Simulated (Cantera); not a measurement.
Charge: 1 mol B2O3, 4.1 mol O2, equilibrated at 13.3 mbar.

These are equilibrium values from Cantera (NASA tables, ideal gas, pure condensed phases), not measurements of a reactor. Candidate condensed phases: B, B2O3; 10 gas species. Equilibrium is a limit: real reactors are often held back by kinetics, nucleation or transport.

x: gas mole fraction; n: condensed amount in mol.

```
T (K)   x O2    x B2O3     x BO2  x O      x BO    x B2O2  n B2O3(l)
-----  -----  --------  --------  ---  --------  --------  ---------
1373   1.000   9.39e-5   2.45e-5  ___  2.06e-11    <1e-12      1.000
1423   1.000  0.000308   6.73e-5  ___  1.34e-10    <1e-12      0.999
1473   0.999  0.000927  0.000172  ___  7.59e-10    <1e-12      0.996
1523   0.997   0.00259  0.000414  ___   3.84e-9  4.05e-12      0.989
1573   0.992   0.00673  0.000938  ___   1.75e-8  2.75e-11      0.970
1623   0.981    0.0165   0.00202  ___   7.24e-8  1.65e-10      0.927
1673   0.957    0.0381   0.00412  ___   2.76e-7  9.00e-10      0.828
1723   0.908    0.0838   0.00799  ___   9.80e-7   4.49e-9      0.605
```

**Question.** Fill in the missing entries.

**Answer.** 
- 1373, x O: 5.34e-6
- 1423, x O: 1.17e-5
- 1473, x O: 2.42e-5
- 1523, x O: 4.77e-5
- 1573, x O: 9.01e-5
- 1623, x O: 0.000163
- 1673, x O: 0.000283
- 1723, x O: 0.000469
